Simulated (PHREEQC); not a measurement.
Make-up at 25 °C: 0.00086 mol/kgw CaSO4, 0.06 mol/kgw Na2HPO4 and 0.00089 mol/kgw NaCl. Closed to the air; pH follows from the charge balance.

All values are PHREEQC results (ion-association model, wateq4f.dat), not measurements.

Each row changes one thing in this solution. No solid was allowed to form.

```
case                                               pH  ionic strength (mol/kgw)  Na+ (mol/kgw)  HPO4-2 (mol/kgw)  NaHPO4- (mol/kgw)  H2PO4- (mol/kgw)  SI of Portlandite (Ca(OH)2)  SI of Hydroxyapatite (Ca5(PO4)3OH)
-----------------------------------------------  ----  ------------------------  -------------  ----------------  -----------------  ----------------  ---------------------------  ----------------------------------
as made                                          8.79                     0.173          0.117            0.0547            0.00389          0.000590                        -9.77                              +10.55
NaCl from 0.00089 to 0.0089 mol/kgw              8.79                     0.180          0.125            0.0545            0.00407          0.000588                        -9.77                              +10.55
NaCl left out                                    8.79                     0.172          0.116            0.0547            0.00386          0.000591                        -9.77                              +10.55
CaSO4 replaced by Ca(NO3)2 at the same molality  8.79                     0.172          0.117            0.0547            0.00389          0.000591                        -9.77                              +10.56
temperature from 25 to 45 °C                     8.69                     0.173          0.117            0.0547            0.00374          0.000658                        -8.71                              +10.96
diluted 2-fold with water                        8.87                    0.0878         0.0591            0.0280            0.00126          0.000302                        -9.77                               +9.51
```

Species that the database lacks are ignored. Some of these states are supersaturated (in Hydroxyapatite, for instance). H3PO4, which wateq4f.dat lacks, is added to it with the constant of phreeqc.dat. Constants without temperature data keep their 25 °C values here.
